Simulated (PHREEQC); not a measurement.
A column of 0.2 m (40 cells, dispersivity 0.007 m, 720 s a shift, diffusion coefficient 3e-10 m²/s) holds 0.015 eq of the database's cation exchanger X per kg of pore water, first in equilibrium with 12 mmol/kgw LiCl, 5.1 mmol/kgw Na2SO4 and 0.01 mmol/kgw HCl. It is flushed with 0.011 mol KBr and 1e-05 mol HCl per kg of water, at 15 °C. Values are for the last cell. CO2 from the air is kept out. Nothing may precipitate in this run.

The numbers come from PHREEQC with the ion-association model, phreeqc.dat.

```json
[
 {"pore volumes": "0", "Br in solution (mol/kgw)": "0", "K in solution (mol/kgw)": "0", "S in solution (mol/kgw)": "0.00510", "Li in solution (mol/kgw)": "0.0120", "Na in solution (mol/kgw)": "0.0102"},
 {"pore volumes": "0.3125", "Br in solution (mol/kgw)": "1.71e-8", "K in solution (mol/kgw)": "0", "S in solution (mol/kgw)": "0.00510", "Li in solution (mol/kgw)": "0.0120", "Na in solution (mol/kgw)": "0.0102"},
 {"pore volumes": "0.4625", "Br in solution (mol/kgw)": "2.10e-5", "K in solution (mol/kgw)": "0", "S in solution (mol/kgw)": "0.00509", "Li in solution (mol/kgw)": "0.0120", "Na in solution (mol/kgw)": "0.0102"},
 {"pore volumes": "0.7625", "Br in solution (mol/kgw)": "0.00202", "K in solution (mol/kgw)": "0", "S in solution (mol/kgw)": "0.00416", "Li in solution (mol/kgw)": "0.0109", "Na in solution (mol/kgw)": "0.00925"},
 {"pore volumes": "1.062", "Br in solution (mol/kgw)": "0.00705", "K in solution (mol/kgw)": "3.05e-12", "S in solution (mol/kgw)": "0.00183", "Li in solution (mol/kgw)": "0.00810", "Na in solution (mol/kgw)": "0.00691"},
 {"pore volumes": "1.212", "Br in solution (mol/kgw)": "0.00887", "K in solution (mol/kgw)": "2.16e-11", "S in solution (mol/kgw)": "0.000989", "Li in solution (mol/kgw)": "0.00708", "Na in solution (mol/kgw)": "0.00609"},
 {"pore volumes": "1.512", "Br in solution (mol/kgw)": "0.0105", "K in solution (mol/kgw)": "1.47e-9", "S in solution (mol/kgw)": "0.000222", "Li in solution (mol/kgw)": "0.00605", "Na in solution (mol/kgw)": "0.00544"},
 {"pore volumes": "1.812", "Br in solution (mol/kgw)": "0.0109", "K in solution (mol/kgw)": "4.61e-7", "S in solution (mol/kgw)": "4.00e-5", "Li in solution (mol/kgw)": "0.00548", "Na in solution (mol/kgw)": "0.00560"},
 {"pore volumes": "1.962", "Br in solution (mol/kgw)": "0.0110", "K in solution (mol/kgw)": "1.06e-5", "S in solution (mol/kgw)": "1.61e-5", "Li in solution (mol/kgw)": "0.00515", "Na in solution (mol/kgw)": "0.00587"},
 {"pore volumes": "2.263", "Br in solution (mol/kgw)": "0.0110", "K in solution (mol/kgw)": "0.00323", "S in solution (mol/kgw)": "2.41e-6", "Li in solution (mol/kgw)": "0.00309", "Na in solution (mol/kgw)": "0.00468"},
 {"pore volumes": "2.413", "Br in solution (mol/kgw)": "0.0110", "K in solution (mol/kgw)": "0.00778", "S in solution (mol/kgw)": "9.11e-7", "Li in solution (mol/kgw)": "0.00123", "Na in solution (mol/kgw)": "0.00199"},
 {"pore volumes": "2.712", "Br in solution (mol/kgw)": "0.0110", "K in solution (mol/kgw)": "0.0105", "S in solution (mol/kgw)": "1.25e-7", "Li in solution (mol/kgw)": "0.000190", "Na in solution (mol/kgw)": "0.000329"},
 {"pore volumes": "3.013", "Br in solution (mol/kgw)": "0.0110", "K in solution (mol/kgw)": "0.0109", "S in solution (mol/kgw)": "1.64e-8", "Li in solution (mol/kgw)": "3.20e-5", "Na in solution (mol/kgw)": "5.99e-5"},
 {"pore volumes": "3.163", "Br in solution (mol/kgw)": "0.0110", "K in solution (mol/kgw)": "0.0110", "S in solution (mol/kgw)": "5.91e-9", "Li in solution (mol/kgw)": "1.34e-5", "Na in solution (mol/kgw)": "2.61e-5"},
 {"pore volumes": "3.462", "Br in solution (mol/kgw)": "0.0110", "K in solution (mol/kgw)": "0.0110", "S in solution (mol/kgw)": "7.52e-10", "Li in solution (mol/kgw)": "2.42e-6", "Na in solution (mol/kgw)": "5.08e-6"},
 {"pore volumes": "3.763", "Br in solution (mol/kgw)": "0.0110", "K in solution (mol/kgw)": "0.0110", "S in solution (mol/kgw)": "9.42e-11", "Li in solution (mol/kgw)": "4.45e-7", "Na in solution (mol/kgw)": "1.01e-6"},
 {"pore volumes": "3.913", "Br in solution (mol/kgw)": "0.0110", "K in solution (mol/kgw)": "0.0110", "S in solution (mol/kgw)": "3.32e-11", "Li in solution (mol/kgw)": "1.92e-7", "Na in solution (mol/kgw)": "4.51e-7"},
 {"pore volumes": "4.213", "Br in solution (mol/kgw)": "0.0110", "K in solution (mol/kgw)": "0.0110", "S in solution (mol/kgw)": "4.09e-12", "Li in solution (mol/kgw)": "3.57e-8", "Na in solution (mol/kgw)": "9.08e-8"},
 {"pore volumes": "4.513", "Br in solution (mol/kgw)": "0.0110", "K in solution (mol/kgw)": "0.0110", "S in solution (mol/kgw)": "5.00e-13", "Li in solution (mol/kgw)": "6.71e-9", "Na in solution (mol/kgw)": "1.84e-8"},
 {"pore volumes": "4.662", "Br in solution (mol/kgw)": "0.0110", "K in solution (mol/kgw)": "0.0110", "S in solution (mol/kgw)": "1.75e-13", "Li in solution (mol/kgw)": "2.91e-9", "Na in solution (mol/kgw)": "8.31e-9"},
 {"pore volumes": "4.963", "Br in solution (mol/kgw)": "0.0110", "K in solution (mol/kgw)": "0.0110", "S in solution (mol/kgw)": "2.12e-14", "Li in solution (mol/kgw)": "5.49e-10", "Na in solution (mol/kgw)": "1.69e-9"}
]
```
